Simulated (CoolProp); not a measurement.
Ethylbenzene along the isotherm 346.85 °C: fugacity coefficient from the reference equation and from simpler models built on Tc = 344.0 °C, pc = 36.22 bar, ω = 0.304; each cubic takes its own stable root.

Model: reference Helmholtz-energy equation of state, Zhou 2012, in CoolProp.

```csv
p (bar),phase,reference,Soave-Redlich-Kwong,Peng-Robinson
4.18,gas,0.9596,0.9616,0.9574
8.36,gas,0.9199,0.9237,0.9156
12.5,gas,[?],0.8866,0.8752
16.7,gas,[?],[?],0.8349
20.9,gas,0.8036,0.8122,0.7951
25.1,gas,0.7650,0.7751,0.7558
29.3,gas,0.7259,0.7378,0.7166
33.4,gas,0.6866,0.7003,0.6778
37.6,supercritical,0.6421,[?],0.6349
41.8,supercritical,0.5906,0.6095,0.5866
46,supercritical,0.5474,0.5683,0.5456
50.2,supercritical,[?],0.5334,0.5109
54.3,supercritical,0.4812,0.5044,0.4821
```

Q: What belongs in the gaps?

A: 
- 12.5, reference: 0.8812
- 16.7, reference: 0.8423
- 16.7, Soave-Redlich-Kwong: 0.8493
- 37.6, Soave-Redlich-Kwong: 0.6581
- 50.2, reference: 0.5112
